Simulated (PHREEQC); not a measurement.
# Silver or lead bath: speciation

Make-up at 20 °C: 0.3 mol/kgw AgF and 0.062 mol/kgw HNO3. It is in equilibrium with CO2 at log p = 0 (atm). Otherwise closed; pH follows from the charge balance.

Model: ion-association model, wateq4f.dat, run in PHREEQC.

Each row changes one thing in this solution. Precipitation was switched off in this run.

```
case                                              pH  ionic strength (mol/kgw)  Ag+ (mol/kgw)  F- (mol/kgw)  NO3- (mol/kgw)  AgF (mol/kgw)  SI of Ag2CO3 (Ag2CO3)  SI of Ag2O (Ag2O)
----------------------------------------------  ----  ------------------------  -------------  ------------  --------------  -------------  ---------------------  -----------------
as made                                         3.66                     0.247          0.247         0.167          0.0585         0.0496                  -1.14              -6.88
diluted 2-fold with water                       3.65                     0.132          0.132        0.0946          0.0299         0.0171                  -1.66              -7.39
HNO3 from 0.062 to 0.0558 mol/kgw               3.72                     0.246          0.246         0.173             [?]         0.0512                  -1.03              -6.76
HNO3 from 0.062 to 0.31 mol/kgw                 1.70                       [?]          0.279           [?]           0.291        0.00265                  -4.96             -10.70
HNO3 replaced by Ba(NO3)2 at the same molality  5.09                     0.420          0.235           [?]           0.118         0.0594                  +1.66              -4.07
temperature from 20 to 90 °C                    4.27                     0.275          0.275         0.188             [?]         0.0216                  -1.52              -4.10
```

**Question.** What belongs in the gaps?

**Answer.** 
- HNO3 from 0.062 to 0.0558 mol/kgw, NO3- (mol/kgw): 0.0527
- HNO3 from 0.062 to 0.31 mol/kgw, ionic strength (mol/kgw): 0.304
- HNO3 from 0.062 to 0.31 mol/kgw, F- (mol/kgw): 0.00827
- HNO3 replaced by Ba(NO3)2 at the same molality, F- (mol/kgw): 0.236
- temperature from 20 to 90 °C, NO3- (mol/kgw): 0.0586

Complexes and solids missing from the database can't appear. Some of these states are supersaturated (in BaF2, Ag2CO3, for instance). At this temperature some constants are extrapolated from 25 °C, and those without enthalpy data are left unchanged.
